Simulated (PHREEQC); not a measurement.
A column of 0.1 m (30 cells, dispersivity 0.0035 m, 60 s a shift, diffusion coefficient 3e-10 m²/s) holds 0.0019 eq of the database's cation exchanger X per kg of pore water, first in equilibrium with 0.00084 mol/kgw MnCl2, 0.00054 mol/kgw LiCl and 1e-05 mol/kgw HCl. It is flushed with 0.47 mmol/kgw KBr, 3.8 mmol/kgw NH4Cl and 0.01 mmol/kgw HCl, at 15 °C. Values are for the last cell. No CO2 enters from the air. No solid was allowed to form.

The series has 31 steps of pore volumes, from 0 to 3.017.

Equilibrium calculation in PHREEQC: ion-association model, phreeqc.dat.

**Question.** After how many pore volumes does NH4 at the outlet first reach half of its feed value?

**Answer.** By 1.2 pore volumes.

**Question.** After how many pore volumes does Br at the outlet first reach half of its feed value?

**Answer.** By 1.0 pore volumes.

**Question.** After how many pore volumes does K at the outlet first reach half of its feed value?

**Answer.** By 1.2 pore volumes.

Species that the database lacks are ignored.
